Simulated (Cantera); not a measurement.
**Ignition delay**

Mixture: 17.3 % CH4, 19.2 % O2, 63.5 % N2, equivalence ratio 1.8, at 0.987 atm, adiabatic and at constant pressure. Ignition delay is the time to a rise of 400 K.

Cantera simulation using GRI-Mech 3.0 (53 species, 325 reactions); the numbers are that mechanism's predictions, not measurements.

| T0 (K) | delay (ms) |
|---|---|
| 1175 | 81.8 |
| 1250 | 28.3 |
| 1325 | 10.5 |
| 1400 | 4.19 |
| 1475 | 1.79 |

* **apparent activation energy between 1325 and 1475 K**: 190 kJ/mol
